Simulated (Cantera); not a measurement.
An isothermal, constant-pressure homogeneous reactor starts with 4.49 % H2, 95.5 % O2, at 1100 K and 12.8 Torr.

Cantera simulation using GRI-Mech 3.0 (53 species, 325 reactions); the numbers are that mechanism's predictions, not measurements. Radical loss at walls, strong at low pressure, is not modelled. The temperature is held fixed by assumption; the heat of reaction is taken as removed at once.

x: mole fraction; the columns are a selection and need not sum to one.

```json
[
 {"t (s)": "0.000600", "x H2": "0.0449", "x O2": "0.955", "x O": "2.08e-8", "x HO2": "4.02e-9", "x H": "1.05e-8", "x OH": "1.21e-8"},
 {"t (s)": "0.00130", "x H2": "0.0449", "x O2": "0.955", "x O": "1.12e-6", "x HO2": "1.99e-8", "x H": "5.44e-7", "x OH": "6.38e-7"},
 {"t (s)": "0.00282", "x H2": "0.0370", "x O2": "0.949", "x O": "0.00371", "x HO2": "4.76e-6", "x H": "0.00212", "x OH": "0.00187"},
 {"t (s)": "0.00612", "x H2": "0.000836", "x O2": "0.927", "x O": "0.0235", "x HO2": "5.79e-6", "x H": "0.00678", "x OH": "0.00227"},
 {"t (s)": "0.0133", "x H2": "(withheld)", "x O2": "0.936", "x O": "(withheld)", "x HO2": "(withheld)", "x H": "(withheld)", "x OH": "(withheld)"},
 {"t (s)": "0.0288", "x H2": "0.000235", "x O2": "0.945", "x O": "0.00788", "x HO2": "4.16e-6", "x H": "0.00118", "x OH": "0.00121"},
 {"t (s)": "0.0625", "x H2": "7.89e-5", "x O2": "0.951", "x O": "0.00265", "x HO2": "2.69e-6", "x H": "0.000228", "x OH": "0.000698"},
 {"t (s)": "0.136", "x H2": "2.01e-5", "x O2": "0.953", "x O": "0.000686", "x HO2": "1.33e-6", "x H": "2.99e-5", "x OH": "0.000354"},
 {"t (s)": "0.294", "x H2": "(withheld)", "x O2": "0.954", "x O": "(withheld)", "x HO2": "(withheld)", "x H": "(withheld)", "x OH": "(withheld)"},
 {"t (s)": "0.638", "x H2": "1.15e-6", "x O2": "0.954", "x O": "4.11e-5", "x HO2": "1.81e-7", "x H": "4.41e-7", "x OH": "8.73e-5"},
 {"t (s)": "1.38", "x H2": "3.15e-7", "x O2": "0.954", "x O": "1.16e-5", "x HO2": "6.15e-8", "x H": "6.61e-8", "x OH": "4.64e-5"},
 {"t (s)": "3.00", "x H2": "9.86e-8", "x O2": "0.954", "x O": "3.70e-6", "x HO2": "2.20e-8", "x H": "1.19e-8", "x OH": "2.63e-5"}
]
```

**Question.** Complete the blanks.

**Answer.** 
- 0.0133, x H2: 0.000477
- 0.0133, x O: 0.0162
- 0.0133, x HO2: 5.15e-6
- 0.0133, x H: 0.00352
- 0.0133, x OH: 0.00174
- 0.294, x H2: 4.68e-6
- 0.294, x O: 0.000164
- 0.294, x HO2: 5.23e-7
- 0.294, x H: 3.49e-6
- 0.294, x OH: 0.000174
